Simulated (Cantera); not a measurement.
Feed: 1 mol Al, 7 mol I2, 14 mol N2, equilibrated at 0.000100 bar.

Equilibrium computed with Cantera from the NASA thermochemical tables; the gas is ideal and each condensed phase is pure. Candidate condensed phases: Al, AlI3, AlN, I2; 10 gas species. The numbers say what is thermodynamically allowed, not how fast it happens.

Question: Which condensed phases are stable at each of these points (T (K)): 948, 1023, 1098, 1173, 1248, 1323, 1398, 1473, 1548?

Answer: 
```
T (K)  condensed phases  Al condensed (%)
-----  ----------------  ----------------
948            gas only               0.0
1023             AlN(s)              64.6
1098             AlN(s)              91.3
1173             AlN(s)              96.8
1248             AlN(s)              93.6
1323             AlN(s)              75.3
1398             AlN(s)              14.8
1473           gas only               0.0
1548           gas only               0.0
```

At 948 K nothing is condensed. From 1023 K to 1398 K the condensed part is AlN(s). From 1473 K to 1548 K nothing is condensed.
